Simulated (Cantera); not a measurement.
An isothermal, constant-pressure homogeneous reactor starts with 69.9 % NH3, 30.1 % H2, at 2023 K and 17.3 Torr.

Detailed kinetics in Cantera: the gas-phase N/H chemistry of the illustrative SiF4/NH3 mechanism in the Surface Chemkin manual (1991). Walls and surfaces, which speed up NH3 decomposition in real reactors, are not modelled.

One state of this run: x NH3 = 0.430; x H2 = 0.490; x N2H4 = 8.16e-9; x H = 0.000375; x NH2 = 0.000960. x: mole fraction; the columns are a selection and need not sum to one.

Q: Which value of t (s) does it belong to?
A. 300
B. 30.3
C. 0.309
D. 95.3

A: C, 0.309
